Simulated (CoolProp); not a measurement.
R11 at 293.15 K and 0.483 MPa flows at 2.1 m/s in a round tube of 100 mm bore and 45 µm roughness, fully developed (64/Re and Nu = 3.66 if laminar; Colebrook and Gnielinski if turbulent). Each further row changes one setting.

Values from CoolProp's reference Helmholtz-energy equation of state, Jacobsen 1992.

| case | Reynolds number | Darcy friction factor | pressure drop (Pa/m) | heat-transfer coefficient (W/(m² K)) | mass flow (kg/h) |
|---|---|---|---|---|---|
| as stated | 684000 | 0.0171 | 561 | 2890 | 88400 |
| velocity 4.2 m/s | 1370000 | 0.0167 | 2200 | 5690 | 177000 |
| diameter 200 mm | 1370000 | 0.0147 | 242 | 2590 | 354000 |

Viscosity comes from a separate model (Klein 1997), an estimate that may be off by 10 % or more. Thermal conductivity comes from a separate model (McLinden 2000), an estimate that may be off by 10 % or more.
